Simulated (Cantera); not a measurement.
Charge: 1 mol Si₃N₄, 0.0055 mol O₂, 58 mol H₂, at 2000 °C and 25.0 mbar.

Equilibrium computed with Cantera from the NASA thermochemical tables; the gas is ideal and each condensed phase is pure. Candidate condensed phases: H₂O, Si, SiO₂, Si₂N₂O, Si₃N₄; 35 gas species. The tables' values for SiN are old estimates; treat these amounts as uncertain. Gases not in the tables: Si₂H₆ and higher silanes. Rates play no part.

**Question.** What is the equilibrium state?

**Answer.** 
| Item | Result |
|---|---|
| x(H₂) | 0.886 |
| x(H) | 0.0500 |
| x(N₂) | 0.0313 |
| x(Si) | 0.0293 |
| x(SiH) | 0.00168 |
| x(Si₂) | 0.000538 |
| x(SiH₂) | 0.000368 |
| x(SiO) | 0.000173 |
| x(Si₂N) | 0.000126 |
| n(Si(l)) | 0.888 mol |
| gas amount | 63.56 mol |
